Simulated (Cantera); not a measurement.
A perfectly stirred reactor is fed with H2 : O2 : N2 : H2O = 1 : 0.581 : 2.19 : 1.1 (molar parts), equivalence ratio 0.86, at 98000 Pa; it is adiabatic with a 625 K inlet, and is followed from long to short residence time, starting on the burning branch (τ in s: 0.07, 0.031, 0.014, 0.0062, 0.0028, 0.0012, 0.00055, 0.00024, 0.00011, 4.9e-05, 2.2e-05).

Detailed kinetics in Cantera: the H2/O2 subset of GRI-Mech 3.0, which has no nitrogen chemistry.

One state of this run: T (K) = 1834; x H2 = 0.0200; x O2 = 0.0261; x H2O = 0.444; x HO2 = 1.68e-5; x OH = 0.00960; x H2O2 = 9.79e-7. x: mole fraction; the columns are a selection and need not sum to one.

### Question
Which value of τ (s) does it belong to?
A. 2.2e-5
B. 0.00055
C. 0.00011
D. 0.0028

### Answer
B, 0.00055
